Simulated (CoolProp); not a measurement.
Vapour-liquid equilibrium of n-heptane (1) + ethylbenzene (2) at 380.1 K; x and y are mole fractions of (1).

Computed with CoolProp (multi-fluid Helmholtz-energy mixture model, Span 2003 and Zhou 2012; pair parameters Bell 2016).

```json
[
 {"x": "0.05", "bubble pressure (bar)": "0.4937", "y at the bubble point": "0.168", "dew pressure at overall composition x (bar)": "0.4474", "liquid density (mol/L)": "7.347"},
 {"x": "0.2", "bubble pressure (bar)": "0.6600", "y at the bubble point": "0.464", "dew pressure at overall composition x (bar)": "0.5077", "liquid density (mol/L)": "7.114"},
 {"x": "0.35", "bubble pressure (bar)": "0.8003", "y at the bubble point": "0.628", "dew pressure at overall composition x (bar)": "0.5852", "liquid density (mol/L)": "6.892"},
 {"x": "0.5", "bubble pressure (bar)": "0.9243", "y at the bubble point": "0.740", "dew pressure at overall composition x (bar)": "0.6871", "liquid density (mol/L)": "6.680"},
 {"x": "0.65", "bubble pressure (bar)": "1.039", "y at the bubble point": "0.828", "dew pressure at overall composition x (bar)": "0.8227", "liquid density (mol/L)": "6.479"},
 {"x": "0.8", "bubble pressure (bar)": "1.149", "y at the bubble point": "0.905", "dew pressure at overall composition x (bar)": "1.001", "liquid density (mol/L)": "6.287"},
 {"x": "0.95", "bubble pressure (bar)": "1.258", "y at the bubble point": "0.976", "dew pressure at overall composition x (bar)": "1.217", "liquid density (mol/L)": "6.106"}
]
```

No azeotrope shows between x = 0.05 and 0.95.

Pair parameters are fitted to limited data, so mixtures are less certain than the pure fluids.
